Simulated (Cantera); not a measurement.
A Cantera script and what it prints.

```python
import numpy as np
import cantera as ct

gas_names = """
    CL CL2 H HCL H2 N NH NH2 NH3 N2 N2H2 N2H4 Si SiCL SiCL2 SiCL3 SiCL4 SiH SiHCL3 SiH2 SiH2CL2 SiH3
    SiH3CL SiH4 SiN Si2 Si2N Si3
""".split()
cond_names = """
    NH4CL(a) NH4CL(b) Si(cr) Si(L) Si3N4(a)
""".split()


# ... load() reads the species with a 1 bar reference pressure and builds the phases ...
atoms = {
    'Si2Cl6': {'Si': 2, 'CL': 6},
    'HCl': {'H': 1, 'CL': 1},
    'N2': {'N': 2},
}
top_T = {'Si3N4(a)': 2400}  # K; cautious upper limits of use, not melting points


# ... equilibrate(T, P, feed) seeds the gas with the atoms and calls Mixture.equilibrate('TP', solver="vcs", rtol=1e-11, max_steps=5000) ...
results = []
feed = {'Si2Cl6': 1, 'HCl': 0.31, 'N2': 39}  # mol
P = 1333.22  # Pa
for T in [1123, 1148, 1173, 1198, 1223, 1248, 1273, 1298, 1323]:
    mix = equilibrate(T, P, feed)
    results.append((T, P, feed, dict(zip(mix.species_names, mix.species_moles))))

top = {s: max(r[3][s] / sum(r[3][g] for g in gas_names) for r in results) for s in gas_names}
cols = sorted((s for s in top if top[s] > 1e-06), key=lambda s: -top[s])[:8]
seen = [c for c in cond_names if any(r[3].get(c, 0) > 1e-12 for r in results)]
print("log10 of partial pressures in bar; condensed amounts in mol")
print(f"{'T/K':>10s}" + "".join(f"{s[:9]:>10s}" for s in cols + seen))
for T, P, feed, n in results:
    ng = sum(n[g] for g in gas_names)
    print(f"{T:10.4g}" + "".join(f"{np.log10(max(n[s] / ng * P / 1e5, 1e-99)):10.3f}" for s in cols)
          + "".join(f"{n.get(c, 0):10.4g}" for c in seen))
```

It prints:

```
log10 of partial pressures in bar; condensed amounts in mol
       T/K        N2     SiCL4       HCL     SiCL3     SiCL2        H2        CL    SiHCL3  Si3N4(a)
      1123    -1.895    -3.310    -3.999    -5.259    -6.114    -6.066    -8.388    -7.143    0.1644
      1148    -1.895    -3.312    -3.999    -5.093    -5.831    -6.081    -8.158    -7.092    0.1634
      1173    -1.895    -3.315    -3.998    -4.935    -5.560    -6.095    -7.938    -7.044    0.1619
      1198    -1.895    -3.319    -3.998    -4.784    -5.303    -6.107    -7.727    -6.998    0.1595
      1223    -1.895    -3.326    -3.998    -4.642    -5.057    -6.118    -7.526    -6.956     0.156
      1248    -1.895    -3.335    -3.999    -4.508    -4.822    -6.128    -7.333    -6.917    0.1507
      1273    -1.896    -3.348    -3.999    -4.382    -4.599    -6.135    -7.149    -6.882    0.1429
      1298    -1.896    -3.366    -4.000    -4.265    -4.388    -6.140    -6.973    -6.851    0.1316
      1323    -1.897    -3.391    -4.001    -4.159    -4.189    -6.141    -6.806    -6.826    0.1156
```

Method: chemical equilibrium by Gibbs-energy minimisation in Cantera with the NASA 1993 tables (ideal gas, pure condensed phases). The feed counts by its element totals alone. N2 is the only nitrogen source here; it is nearly inert below about 1500 K, so the nitride shown seldom forms there in practice. The tables' values for SiCl3 are old estimates; treat these amounts as uncertain.
